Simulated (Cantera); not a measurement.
Feed: 1 mol HgO, 1.3 mol O2, 83 mol H2, equilibrated at 1473 K and 0.0110 bar.

Method: chemical equilibrium by Gibbs-energy minimisation in Cantera with the NASA 1993 tables (ideal gas, pure condensed phases). Candidate condensed phases: H2O, Hg, HgO; 10 gas species. Kinetics and transport are ignored.

Base state: H2 0.945, H2O 0.0429, Hg 0.0119, H 0.000117 (mole fractions); condensed: gas only.

### Question
What changes in the equilibrium state with this change: O2 from 1.3 to 0.018 mol?

### Answer
| species | before | after |
|---|---|---|
| H2 | 0.945 | 0.976 |
| H2O | 0.0429 | 0.0123 |
| Hg | 0.0119 | 0.0119 |
| H | 0.000117 | 0.000119 |
